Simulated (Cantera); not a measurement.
An isothermal, constant-pressure homogeneous reactor starts with C2H6 : N2 = 1 : 2.2 (molar parts), at 1750 K and 100000 Pa.

Computed with Cantera and GRI-Mech 3.0 (53 species, 325 reactions). GRI-Mech 3.0 stops at C3 and has no aromatics, soot or wall deposition, so with more carbon than oxygen in the feed, carbon stays in small species such as C2H2 where larger ones or solid carbon would form.

One state of this run: x C2H6 = 1.47e-6; x C2H4 = 0.00233; x C2H = 5.06e-7; x CH3 = 6.48e-5; x C2H2 = 0.188. x: mole fraction; the columns are a selection and need not sum to one.

**Question.** Which value of t (s) does it belong to?
(A) 5.00e-5
(B) 0.00388
(C) 23.4
(D) 0.0166

**Answer.** C, 23.4
